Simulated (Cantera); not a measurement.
A closed system holds: 1 mol MgCO3, 5.9 mol O2, 39 mol N2, 0.067 mol SO2, held at 1 atm.

These are equilibrium values from Cantera (NASA tables, ideal gas, pure condensed phases), not measurements of a reactor. Candidate condensed phases: C, Mg, MgCO3, MgO, MgS, MgSO4, S; 40 gas species. Rates play no part.

At 1350 K, list the 6 most abundant gas species with their mole fractions, and the condensed phases.

N2 0.848, O2 0.128, CO2 0.0218, SO2 0.00141, NO 0.000439, SO3 4.47e-5. Condensed: MgO(s).
